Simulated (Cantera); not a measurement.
**Premixed flame**

A freely propagating, adiabatic, planar premixed flame of 19.0 % H2, 11.6 % O2, 50.9 % N2, 18.6 % H2O, equivalence ratio 0.82, unburnt at 525 K and 563 Torr; unity-Lewis-number transport, grid criteria slope 0.08 and curve 0.16, no radiation.

Cantera simulation using the H2/O2 subset of GRI-Mech 3.0, which has no nitrogen chemistry; the numbers are that mechanism's predictions, not measurements. Unity Lewis numbers drop preferential diffusion, which matters most where H2 and H carry the flame. Burning velocities carry a grid error of a few per cent, more on coarse grids.

```csv
z (mm),T (K),u (m/s),x H2,x O2,x H2O,x OH,x H,x H2O2
-1.42,525,1.83,0.190,0.116,0.186,<1e-8,<1e-8,<1e-8
-0.946,525,1.83,0.190,0.116,0.186,<1e-8,<1e-8,4.74e-8
-0.709,526,1.83,0.190,0.116,0.186,<1e-8,<1e-8,2.47e-7
-0.473,534,1.86,0.189,0.115,0.187,<1e-8,<1e-8,1.91e-6
-0.236,650,2.25,0.175,0.108,0.204,1.90e-5,2.98e-5,1.51e-5
-0.118,906,3.08,0.140,0.0916,0.244,0.000410,0.00201,1.42e-5
0,1224,4.07,0.0787,0.0628,0.307,0.00228,0.0133,6.15e-6
0.118,1425,4.67,0.0379,0.0422,0.350,0.00578,0.0186,4.69e-6
0.236,1532,4.97,0.0258,0.0350,0.366,0.00755,0.0150,3.16e-6
0.473,1641,5.28,0.0187,0.0306,0.380,0.00796,0.00863,1.67e-6
0.946,1732,5.53,0.0125,0.0273,0.392,0.00713,0.00398,8.90e-7
1.89,1797,5.71,0.00729,0.0250,0.401,0.00569,0.00156,5.16e-7
3.78,1838,5.82,0.00358,0.0236,0.408,0.00410,0.000497,3.00e-7
```
x: mole fraction of selected species; z is measured from the peak of heat release.

The laminar burning velocity comes out as 183 cm/s and the thermal thickness is 0.473 mm. The peak x(OH) is 0.00800. The peak x(H) comes out as 0.0187. The peak x(H2O2) is 1.72e-5. The grid points comes out as 106.
